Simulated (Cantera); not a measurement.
Charge: 1 mol Cu2O, 4.2 mol CH4, 4 mol H2, held at 16.0 mbar.

These are equilibrium values from Cantera (NASA tables, ideal gas, pure condensed phases), not measurements of a reactor. Candidate condensed phases: C, C6H6, C7H8, C8H18, Cu, CuO, Cu(OH)2, Cu2O, H2O; 113 gas species. Rates play no part. All values below are at 1898 K.

Base state: H2 0.828, Cu 0.0989, CO 0.0670, H 0.00562, C2H2 (acetylene) 0.000311, Cu2 0.000283 (mole fractions); condensed: C(graphite) + Cu(l).

Q: What changes in the equilibrium state with this change: Cu2O replaced by Fe3O4?

A: 
```json
[
 {"species": "H2", "before": "0.828", "after": "0.746"},
 {"species": "CO", "before": "0.0670", "after": "0.242"},
 {"species": "Fe", "before": "0", "after": "0.00679"},
 {"species": "Cu", "before": "0.0989", "after": "0"},
 {"species": "Cu2", "before": "0.000283", "after": "0"},
 {"species": "C2H2 (acetylene)", "before": "0.000311", "after": "0.000281"},
 {"species": "H", "before": "0.00562", "after": "0.00534"},
 {"species": "C(graphite), mol", "before": "3.19", "after": "0.191"},
 {"species": "Cu(l), mol", "before": "0.516", "after": "0"},
 {"species": "Fe(l), mol", "before": "0", "after": "2.89"}
]
```
Iron dissolves carbon and melts from about 1420 K in contact with it, which pure phases cannot show. Condensed phases not in the tables: cementite and carbon dissolved in iron. Further candidate phases: Fe, Fe(CO)5, FeO, Fe(OH)2, Fe(OH)3, Fe2O3, Fe3O4.
